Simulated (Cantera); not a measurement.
A Cantera script and its output.

```python
import numpy as np
import cantera as ct

gas = ct.Solution("h2o2.yaml")
gas.TPX = 1200, 2666, {'H2': 0.066, 'O2': 1}
reactor = ct.IdealGasConstPressureReactor(gas, energy="off", clone=False)
net = ct.ReactorNet([reactor])
net.rtol, net.atol = 1e-08, 1e-18
show = ['H2', 'O2', 'O', 'H2O2', 'HO2', 'OH']
times = np.geomspace(5e-05, 40, 14)

steps = ct.SolutionArray(gas, extra=["t"])
rows = []
print(f"{'t/s':>10s}{'T/K':>9s}{'P/Pa':>11s}" + "".join(f"{s:>11s}" for s in show))
for t in times:
    while net.time < t:
        t_next = net.step()
        steps.append(gas.state, t=t_next)
    rows.append([np.interp(t, steps.t, y) for y in (steps.T, steps.P, *steps(*show).X.T)])
    print(f"{t:10.3e}{rows[-1][0]:9.1f}{rows[-1][1]:11.4g}" + "".join(f"{x:11.3e}" for x in rows[-1][2:]))
rate = np.gradient(steps.T, steps.t)
print("integrator steps:", len(steps.t))
if steps.T.max() > steps.T[0] + 200:
    print(f"time of steepest temperature rise: {steps.t[rate.argmax()]:.4e} s")
gas.TPX = 1200, 2666, {'H2': 0.066, 'O2': 1}
gas.equilibrate("TP")
print(f"equilibrium (TP): T = {gas.T:.1f} K  " + "  ".join(f"{s} {gas[s].X[0]:.3e}" for s in show))
```

Result:

```
       t/s      T/K       P/Pa         H2         O2          O       H2O2        HO2         OH
 5.000e-05   1200.0       2666  6.191e-02  9.381e-01  3.662e-09  1.337e-12  5.353e-09  2.863e-09
 1.423e-04   1200.0       2666  6.191e-02  9.381e-01  3.245e-08  1.084e-11  1.539e-08  2.187e-08
 4.047e-04   1200.0       2666  6.191e-02  9.381e-01  2.325e-06  9.732e-11  6.147e-08  1.512e-06
 1.151e-03   1200.0       2666  1.467e-02  9.052e-01  2.262e-02  6.213e-07  8.771e-06  7.234e-03
 3.276e-03   1200.0       2666  1.053e-03  9.018e-01  2.997e-02  2.127e-07  7.881e-06  3.708e-03
 9.319e-03   1200.0       2666  5.604e-04  9.187e-01  1.532e-02  2.173e-07  6.732e-06  2.710e-03
 2.651e-02   1200.0       2666  1.516e-04  9.313e-01  4.063e-03  1.785e-07  4.056e-06  1.409e-03
 7.543e-02   1200.0       2666  2.435e-05  9.352e-01  6.566e-04  9.749e-08  1.441e-06  5.689e-04
 2.146e-01   1200.0       2666  3.668e-06  9.359e-01  1.006e-04  3.842e-08  3.544e-07  2.236e-04
 6.106e-01   1200.0       2666  6.687e-07  9.360e-01  1.869e-05  1.316e-08  8.345e-08  9.657e-05
 1.737e+00   1200.0       2666  1.524e-07  9.361e-01  4.326e-06  4.362e-09  2.357e-08  4.647e-05
 4.942e+00   1200.0       2666  4.135e-08  9.361e-01  1.186e-06  1.470e-09  1.068e-08  2.433e-05
 1.406e+01   1200.0       2666  1.315e-08  9.361e-01  3.796e-07  5.373e-10  9.996e-09  1.376e-05
 4.000e+01   1200.0       2666  6.050e-09  9.361e-01  1.749e-07  2.750e-10  1.253e-08  9.337e-06
integrator steps: 2043
equilibrium (TP): T = 1200.0 K  H2 5.173e-09  O2 9.361e-01  O 1.495e-07  H2O2 2.418e-10  HO2 1.329e-08  OH 8.631e-06
```

Cantera simulation using the H2/O2 subset of GRI-Mech 3.0, which has no nitrogen chemistry; the numbers are that mechanism's predictions, not measurements. Radical loss at walls, strong at low pressure, is not modelled. The temperature is held fixed by assumption; the heat of reaction is taken as removed at once.
